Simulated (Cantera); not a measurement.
# Halide evaporation, hydrolysis and transport: MgF2 + HF + H2

Input: 1 mol MgF2, 0.15 mol HF, 8.3 mol H2.

These are equilibrium values from Cantera (NASA tables, ideal gas, pure condensed phases), not measurements of a reactor. Candidate condensed phases: Mg, MgF2; 17 gas species. Kinetics and transport are ignored.

### Question
Map the stable condensed phases over T = 650, 725, 800, 875, 950, 1025, 1100, 1175, 1250, 1325, 1400, 1475 °C and P in Pa = 0.10, 0.46, 2.2, 10, 46, 220, 1000, 4600, 22000, 100000.

### Answer
```
T in °C \ P in Pa
           0.10   0.46    2.2     10     46    220   1000   4600  22000 100000
   1475       A      A      A      A      A      A      A      B      B      B
   1400       A      A      A      A      A      A      A      B      B      B
   1325       A      A      A      A      A      A      B      B      B      B
   1250       A      A      A      A      A      B      B      B      B      B
   1175       A      A      A      A      B      B      B      B      B      B
   1100       A      A      A      B      B      B      B      B      B      B
   1025       A      A      B      B      B      B      B      B      B      B
    950       B      B      B      B      B      B      B      B      B      B
    875       B      B      B      B      B      B      B      B      B      B
    800       B      B      B      B      B      B      B      B      B      B
    725       B      B      B      B      B      B      B      B      B      B
    650       B      B      B      B      B      B      B      B      B      B
```
A: gas only; B: MgF2.
